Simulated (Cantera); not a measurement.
A Cantera script and what it prints.

```python
import numpy as np
import cantera as ct

gas_names = """
    CL CL2 H HCL H2 K KCL KH K2 K2CL2 N NH NH2 NH3 N2 N2H2 N2H4
""".split()
cond_names = """
    K(cr) K(L) KCL(s) KCL(L) NH4CL(a) NH4CL(b)
""".split()


# ... load() reads the species with a 1 bar reference pressure and builds the phases ...
atoms = {
    'KCl': {'K': 1, 'CL': 1},
    'HCl': {'H': 1, 'CL': 1},
    'N2': {'N': 2},
}
top_T = {}  # K; cautious upper limits of use, not melting points


# ... equilibrate(T, P, feed) seeds the gas with the atoms and calls Mixture.equilibrate('TP', solver="vcs", rtol=1e-11, max_steps=5000) ...
results = []
feed = {'KCl': 1, 'HCl': 0.043, 'N2': 120}  # mol
T = 1923.15  # K
for P in [0.1, 0.46, 2.2, 10, 46, 220, 1000, 4600, 22000, 100000]:
    mix = equilibrate(T, P, feed)
    results.append((T, P, feed, dict(zip(mix.species_names, mix.species_moles))))

top = {s: max(r[3][s] / sum(r[3][g] for g in gas_names) for r in results) for s in gas_names}
cols = sorted((s for s in top if top[s] > 0.001), key=lambda s: -top[s])[:7]
seen = [c for c in cond_names if any(r[3].get(c, 0) > 1e-12 for r in results)]
print("log10 of partial pressures in bar; condensed amounts in mol")
print(f"{'P/Pa':>10s}" + "".join(f"{s[:9]:>10s}" for s in cols + seen))
for T, P, feed, n in results:
    ng = sum(n[g] for g in gas_names)
    print(f"{P:10.4g}" + "".join(f"{np.log10(max(n[s] / ng * P / 1e5, 1e-99)):10.3f}" for s in cols)
          + "".join(f"{n.get(c, 0):10.4g}" for c in seen))
```

It prints:

```
log10 of partial pressures in bar; condensed amounts in mol
      P/Pa        N2       KCL        CL         K
       0.1    -6.007    -9.466    -8.086    -8.105
      0.46    -5.344    -8.243    -7.474    -7.495
       2.2    -4.664    -7.157    -6.929    -6.954
        10    -4.005    -6.282    -6.487    -6.521
        46    -3.342    -5.513    -6.096    -6.142
       220    -2.662    -4.782    -5.722    -5.786
      1000    -2.004    -4.102    -5.367    -5.460
      4600    -1.341    -3.428    -5.005    -5.149
   2.2e+04    -0.661    -2.744    -4.619    -4.851
     1e+05    -0.004    -2.085    -4.227    -4.584
```

Equilibrium computed with Cantera from the NASA thermochemical tables; the gas is ideal and each condensed phase is pure.
